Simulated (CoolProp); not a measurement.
Vapour-liquid equilibrium of benzene (1) + o-xylene (2) at 0.291 MPa; x and y are mole fractions of (1).

Values from CoolProp's multi-fluid Helmholtz-energy mixture model, Thol 2012 and Zhou 2012; pair parameters Bell 2016.

```json
[
 {"x": "0.05", "bubble temperature, mixture model (°C)": "183.7", "bubble temperature, Raoult's law (°C)": "182.1", "y, mixture model": "0.146", "y, Raoult's law": "0.183"},
 {"x": "0.125", "bubble temperature, mixture model (°C)": "175.0", "bubble temperature, Raoult's law (°C)": "172.8", "y, mixture model": "0.344", "y, Raoult's law": "0.388"},
 {"x": "0.2", "bubble temperature, mixture model (°C)": "166.3", "bubble temperature, Raoult's law (°C)": "164.8", "y, mixture model": "0.506", "y, Raoult's law": "0.535"},
 {"x": "0.275", "bubble temperature, mixture model (°C)": "158.3", "bubble temperature, Raoult's law (°C)": "157.9", "y, mixture model": "0.630", "y, Raoult's law": "0.644"},
 {"x": "0.35", "bubble temperature, mixture model (°C)": "151.2", "bubble temperature, Raoult's law (°C)": "151.8", "y, mixture model": "0.722", "y, Raoult's law": "0.726"},
 {"x": "0.425", "bubble temperature, mixture model (°C)": "145.0", "bubble temperature, Raoult's law (°C)": "146.4", "y, mixture model": "0.789", "y, Raoult's law": "0.789"},
 {"x": "0.5", "bubble temperature, mixture model (°C)": "139.8", "bubble temperature, Raoult's law (°C)": "141.5", "y, mixture model": "0.839", "y, Raoult's law": "0.839"},
 {"x": "0.575", "bubble temperature, mixture model (°C)": "135.4", "bubble temperature, Raoult's law (°C)": "137.2", "y, mixture model": "0.876", "y, Raoult's law": "0.878"},
 {"x": "0.65", "bubble temperature, mixture model (°C)": "131.7", "bubble temperature, Raoult's law (°C)": "133.2", "y, mixture model": "0.905", "y, Raoult's law": "0.910"},
 {"x": "0.725", "bubble temperature, mixture model (°C)": "128.5", "bubble temperature, Raoult's law (°C)": "129.6", "y, mixture model": "0.929", "y, Raoult's law": "0.936"},
 {"x": "0.8", "bubble temperature, mixture model (°C)": "125.6", "bubble temperature, Raoult's law (°C)": "126.3", "y, mixture model": "0.950", "y, Raoult's law": "0.958"},
 {"x": "0.875", "bubble temperature, mixture model (°C)": "122.9", "bubble temperature, Raoult's law (°C)": "123.3", "y, mixture model": "0.969", "y, Raoult's law": "0.976"},
 {"x": "0.95", "bubble temperature, mixture model (°C)": "120.4", "bubble temperature, Raoult's law (°C)": "120.5", "y, mixture model": "0.987", "y, Raoult's law": "0.991"}
]
```

The largest gap from Raoult's law is +2.2 K in bubble temperature, at x = 0.125. No azeotrope shows between x = 0.05 and 0.95.

The pair parameters rest on a limited set of measurements; away from them the model extrapolates. The gap from Raoult's law changes sign with composition, which may be real or a fault of the pair parameters; it wasn't checked against measurements.
